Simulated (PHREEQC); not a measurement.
CaCl2 is added in steps, without added water, to 1 kg of water holding 3.8 mmol/kgw NaHSO4, 3.5 mmol/kgw Na2HPO4 and 0.046 mmol/kgw KCl, at 25 °C. Oxygen is held at 0.21 atm. CO2 from the air is kept out. The run lets Gypsum, Portlandite, Hydroxyapatite, Halite, Mirabilite precipitate or redissolve, and no other solid.

Base run: PHREEQC, ion-association model, wateq4f.dat. Each further column changes one thing. The table gives CaSO4 (mol/kgw).

```json
[
 {"CaCl2 added (mol)": "0", "base": "0", "Na2HPO4 from 0.0035 to 0.0175 mol/kgw": "0", "diluted 100-fold with water": "0", "KCl from 4.6e-05 to 9.2e-05 mol/kgw": "0", "no solid may form": "0"},
 {"CaCl2 added (mol)": "0.000675", "base": "0.000134", "Na2HPO4 from 0.0035 to 0.0175 mol/kgw": "1.72e-6", "diluted 100-fold with water": "3.11e-6", "KCl from 4.6e-05 to 9.2e-05 mol/kgw": "0.000134", "no solid may form": "0.000134"},
 {"CaCl2 added (mol)": "0.001012", "base": "0.000196", "Na2HPO4 from 0.0035 to 0.0175 mol/kgw": "1.90e-6", "diluted 100-fold with water": "4.19e-6", "KCl from 4.6e-05 to 9.2e-05 mol/kgw": "0.000196", "no solid may form": "0.000196"},
 {"CaCl2 added (mol)": "0.001687", "base": "0.000310", "Na2HPO4 from 0.0035 to 0.0175 mol/kgw": "2.32e-6", "diluted 100-fold with water": "5.88e-6", "KCl from 4.6e-05 to 9.2e-05 mol/kgw": "0.000309", "no solid may form": "0.000310"},
 {"CaCl2 added (mol)": "0.002025", "base": "0.000362", "Na2HPO4 from 0.0035 to 0.0175 mol/kgw": "2.56e-6", "diluted 100-fold with water": "6.57e-6", "KCl from 4.6e-05 to 9.2e-05 mol/kgw": "0.000362", "no solid may form": "0.000362"},
 {"CaCl2 added (mol)": "0.0027", "base": "0.000458", "Na2HPO4 from 0.0035 to 0.0175 mol/kgw": "3.13e-6", "diluted 100-fold with water": "7.74e-6", "KCl from 4.6e-05 to 9.2e-05 mol/kgw": "0.000458", "no solid may form": "0.000458"},
 {"CaCl2 added (mol)": "0.003375", "base": "0.000546", "Na2HPO4 from 0.0035 to 0.0175 mol/kgw": "3.84e-6", "diluted 100-fold with water": "8.70e-6", "KCl from 4.6e-05 to 9.2e-05 mol/kgw": "0.000545", "no solid may form": "0.000546"},
 {"CaCl2 added (mol)": "0.003713", "base": "0.000586", "Na2HPO4 from 0.0035 to 0.0175 mol/kgw": "4.27e-6", "diluted 100-fold with water": "9.13e-6", "KCl from 4.6e-05 to 9.2e-05 mol/kgw": "0.000586", "no solid may form": "0.000586"},
 {"CaCl2 added (mol)": "0.004387", "base": "0.000661", "Na2HPO4 from 0.0035 to 0.0175 mol/kgw": "5.33e-6", "diluted 100-fold with water": "9.88e-6", "KCl from 4.6e-05 to 9.2e-05 mol/kgw": "0.000661", "no solid may form": "0.000661"},
 {"CaCl2 added (mol)": "0.004725", "base": "0.000697", "Na2HPO4 from 0.0035 to 0.0175 mol/kgw": "5.98e-6", "diluted 100-fold with water": "1.02e-5", "KCl from 4.6e-05 to 9.2e-05 mol/kgw": "0.000696", "no solid may form": "0.000697"},
 {"CaCl2 added (mol)": "0.0054", "base": "0.000762", "Na2HPO4 from 0.0035 to 0.0175 mol/kgw": "7.65e-6", "diluted 100-fold with water": "1.08e-5", "KCl from 4.6e-05 to 9.2e-05 mol/kgw": "0.000762", "no solid may form": "0.000762"}
]
```

H3PO4, which wateq4f.dat lacks, is added to it with the constant of phreeqc.dat.
